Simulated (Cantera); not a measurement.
Charge: 1 mol CuO, a varied amount of C, 1.5 mol CO, equilibrated at 1752 °C and 200 Pa.

Cantera equilibrium calculation (NASA polynomials, part measured and part estimated; ideal gas, pure solids and liquids). Candidate condensed phases: C, Cu, CuO, Cu2O; 15 gas species. Rates play no part.

x: gas mole fraction; n: condensed amount in mol.

```csv
n(C) (mol),x CO,x Cu,x CO2,x O,n C(graphite)
0.45,0.475,0.338,0.186,0.000257,0
0.59,0.544,0.323,0.132,0.000160,0
0.75,0.616,0.307,0.0768,8.20e-5,0
0.97,0.703,0.288,0.00864,8.07e-6,0
1.3,0.714,0.285,2.32e-8,2.13e-11,(withheld)
1.6,0.714,0.285,2.32e-8,2.13e-11,(withheld)
2.1,0.714,0.285,2.32e-8,2.13e-11,(withheld)
2.7,0.714,0.285,2.32e-8,2.13e-11,(withheld)
3.4,0.714,0.285,2.32e-8,2.13e-11,(withheld)
```

Q: What belongs in the gaps?

A: 
- 1.3, n C(graphite): 0.300
- 1.6, n C(graphite): 0.600
- 2.1, n C(graphite): 1.10
- 2.7, n C(graphite): 1.70
- 3.4, n C(graphite): 2.40
